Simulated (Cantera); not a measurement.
Mixture: H2 : O2 : N2 = 1 : 0.263 : 1.05 (molar parts), at 1900000 Pa, adiabatic and at constant pressure. Ignition delay is the time to a rise of 400 K.

Detailed kinetics in Cantera: the H2/O2 subset of GRI-Mech 3.0, which has no nitrogen chemistry. The hydrogen kinetics of GRI-Mech 3.0 are dated; newer H2 mechanisms differ, most at raised pressure. The pressure lies above the range GRI-Mech 3.0 was tuned for (to about 10 atm). Below about 950 K walls govern HO2 and H2O2 in real vessels.

Question: Predict: delay at 948 K; delay at 1023 K; delay at 1098 K; delay at 1173 K; delay at 1248 K; delay at 1323 K; apparent activation energy between 1173 and 1323 K.

Answer: 
```
Property                                                 Value
--------------------------------------------------  ----------
delay at 948 K                                         16.5 ms
delay at 1023 K                                        2.99 ms
delay at 1098 K                                       0.658 ms
delay at 1173 K                                       0.159 ms
delay at 1248 K                                        37.5 µs
delay at 1323 K                                        7.57 µs
apparent activation energy between 1173 and 1323 K  260 kJ/mol
```
